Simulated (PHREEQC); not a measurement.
## Brackish or sea water: an equilibrium model

Synthetic water in mg/L, 5 °C, pH 8.66, pe 11.1:

```
constituent         mg/L
------------------  ----
Na                  5030
K                    577
Ca                   208
Mg                   245
Cl                  4390
S(6) as SO4         6970
Alkalinity as HCO3  6.84
F                    5.7
```

Valence states are taken as typed.

Equilibrium calculation in PHREEQC: ion-association model, phreeqc.dat.

```json
{
 "ionic_strength": "0.310 mol/kgw",
 "activity_of_water": "0.993",
 "specific_conductance": "12900 µS/cm",
 "density": "1.015 g/cm³",
 "charge_balance_error": "-1.1 %"
}
```

```json
[
 {"species": "Na+", "molality": "0.210", "activity": "0.154", "log γ": "-0.133"},
 {"species": "Cl-", "molality": "0.126", "activity": "0.0870", "log γ": "-0.161"},
 {"species": "SO4-2", "molality": "0.0543", "activity": "0.0140", "log γ": "-0.590"},
 {"species": "K+", "molality": "0.0141", "activity": "0.00968", "log γ": "-0.164"},
 {"species": "NaSO4-", "molality": "0.0130", "activity": "0.00943", "log γ": "-0.139"},
 {"species": "Mg+2", "molality": "0.00652", "activity": "0.00211", "log γ": "-0.489"},
 {"species": "MgSO4", "molality": "0.00370", "activity": "0.00398", "log γ": "0.031"},
 {"species": "Ca+2", "molality": "0.00333", "activity": "0.000991", "log γ": "-0.527"},
 {"species": "CaSO4", "molality": "0.00195", "activity": "0.00209", "log γ": "0.031"},
 {"species": "KSO4-", "molality": "0.000900", "activity": "0.000653", "log γ": "-0.139"},
 {"species": "F-", "molality": "0.000266", "activity": "0.000181", "log γ": "-0.168"},
 {"species": "HCO3-", "molality": "9.05e-5", "activity": "6.57e-5", "log γ": "-0.139"},
 {"species": "MgF+", "molality": "2.42e-5", "activity": "1.71e-5", "log γ": "-0.152"},
 {"species": "NaF", "molality": "1.49e-5", "activity": "1.61e-5", "log γ": "0.031"},
 {"species": "NaHCO3", "molality": "6.00e-6", "activity": "6.44e-6", "log γ": "0.031"}
]
```

No solid was allowed to form. Saturation is exceeded, for instance for Fluorite; the values hold only as long as no solid forms. Away from 25 °C the constants follow the database's enthalpies or fits; those with neither stay at their 25 °C values.
